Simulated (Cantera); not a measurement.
Feed: 1 mol CH3Cl, 0.04 mol HCl, 0.046 mol H2, held at 2750 °C and 0.0600 Torr.

Equilibrium computed with Cantera from the NASA thermochemical tables; the gas is ideal and each condensed phase is pure. Candidate condensed phases: C, C6H6, C7H8, C8H18; 91 gas species. Equilibrium is a limit: real reactors are often held back by kinetics, nucleation or transport.

Base state: H 0.634, Cl 0.211, C 0.122, C3 0.0187, C2 0.0123, H2 0.00112, HCl 0.000548, C2H 0.000181 (mole fractions); condensed: gas only.

Task: What changes in the equilibrium state with this change: temperature from 2750 °C to 3025 °C?

Result: 
| species | before | after |
|---|---|---|
| H | 0.634 | 0.608 |
| Cl | 0.211 | 0.202 |
| C | 0.122 | 0.185 |
| C3 | 0.0187 | 0.000757 |
| C2 | 0.0123 | 0.00368 |
| C4 | 1.05e-5 | 1.24e-7 |
| C2H | 0.000181 | 1.03e-5 |
| H2 | 0.00112 | 0.000224 |
| HCl | 0.000548 | 0.000111 |

Task: What changes in the equilibrium state with this change: CH3Cl replaced by C2F6?

Result: 
```
species    before    after
-------  --------  -------
F               0    0.780
C           0.122    0.138
C3         0.0187   0.0269
H           0.634   0.0132
Cl          0.211  0.00534
CF              0   0.0166
C2         0.0123   0.0156
HF              0  0.00444
CF2             0  4.60e-5
H2        0.00112  4.84e-7
HCl      0.000548  2.88e-7
```
The feed counts by its element totals alone.
